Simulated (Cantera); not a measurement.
Input (Python, Cantera):

```python
import numpy as np
import cantera as ct

gas = ct.Solution("gri30.yaml")
gas.TPX = 2350, 13332, {'CH4': 0.042, 'H2': 1, 'N2': 0.0038}
inlet = ct.Reservoir(gas, clone=True)

reactor = ct.IdealGasConstPressureReactor(gas, energy="off", clone=False)
exhaust = ct.Reservoir(gas, clone=True)
tau = [0.51, 0.2, 0.075, 0.028, 0.011, 0.0041, 0.0016][0]
for a, b in ((inlet, reactor), (reactor, exhaust)):
    ct.MassFlowController(a, b, mdot=lambda t: reactor.mass / tau)
net = ct.ReactorNet([reactor])
show = ['CH4', 'H2', 'HCN', 'C2H4', 'C2H6']

rows = []
print(f"{'tau/s':>10s}{'T/K':>9s}" + "".join(f"{s:>11s}" for s in show))
for tau in [0.51, 0.2, 0.075, 0.028, 0.011, 0.0041, 0.0016]:
    net.initial_time = 0.0
    net.advance(30 * tau)
    before = gas.X
    net.advance(40 * tau)
    drift = np.max(np.abs(gas.X - before) / (gas.X + 1e-9))
    rows.append([gas.T, *gas[show].X, drift])
    print(f"{tau:10.3e}{gas.T:9.1f}" + "".join(f"{x:11.3e}" for x in gas[show].X))
```

It prints:

```
     tau/s      T/K        CH4         H2        HCN       C2H4       C2H6
 5.100e-01   2350.0  1.910e-04  9.450e-01  6.735e-05  3.171e-06  9.041e-10
 2.000e-01   2350.0  3.181e-04  9.460e-01  3.924e-05  3.386e-06  2.421e-09
 7.500e-02   2350.0  5.756e-04  9.477e-01  2.133e-05  3.960e-06  7.470e-09
 2.800e-02   2350.0  1.108e-03  9.501e-01  1.080e-05  5.529e-06  2.524e-08
 1.100e-02   2350.0  2.139e-03  9.524e-01  5.261e-06  9.633e-06  8.382e-08
 4.100e-03   2350.0  4.317e-03  9.542e-01  2.252e-06  2.169e-05  2.953e-07
 1.600e-03   2350.0  8.207e-03  9.545e-01  8.959e-07  5.089e-05  9.108e-07
```

Cantera simulation using GRI-Mech 3.0 (53 species, 325 reactions); the numbers are that mechanism's predictions, not measurements. GRI-Mech 3.0 stops at C3 and has no aromatics, soot or wall deposition, so with more carbon than oxygen in the feed, carbon stays in small species such as C2H2 where larger ones or solid carbon would form.
